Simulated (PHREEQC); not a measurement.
Make-up at 25 °C: 0.013 mol/kgw ZnSO4, 0.003 mol/kgw H3BO3 and 0.019 mol/kgw FeSO4. Closed to the air; pH follows from the charge balance.

Equilibrium calculation in PHREEQC: ion-association model, wateq4f.dat.

This is a speciation only: nothing precipitates in the calculation.

Q: Predict the pH, ionic strength.

A: pH 5.70; ionic strength 0.0767 mol/kgw.

Q: In which forms is S present?

A: SO4-2 57 %, FeSO4 21 %, ZnSO4 16 %, Zn(SO4)2-2 5.0 % of the S.

Species that the database lacks are ignored.
